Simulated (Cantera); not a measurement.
An adiabatic, constant-pressure homogeneous reactor starts with CO : H2 : CH4 : O2 : N2 : CO2 = 1 : 0.034 : 0.28 : 0.979 : 3.68 : 0.78 (molar parts), at 1575 K and 233 Torr.

Detailed kinetics in Cantera: GRI-Mech 3.0 (53 species, 325 reactions).

Question: Predict: time of steepest temperature rise; temperature at 1.00 s; equilibrium temperature; x(CO) at 1.00 s; x(H2) at 1.00 s; x(H2O) at 1.00 s; x(NO) at 1.00 s.

Answer: 
```json
{
  "time_of_steepest_temperature_rise": "0.968 ms",
  "temperature at 1.00 s": "2552 K",
  "equilibrium_temperature": "2552 K",
  "x(CO) at 1.00 s": "0.103 (gas-phase equilibrium 0.103)",
  "x(H2) at 1.00 s": "0.00590 (gas-phase equilibrium 0.00590)",
  "x(H2O) at 1.00 s": "0.0750 (gas-phase equilibrium 0.0750)",
  "x(NO) at 1.00 s": "0.00805 (gas-phase equilibrium 0.00805)"
}
```
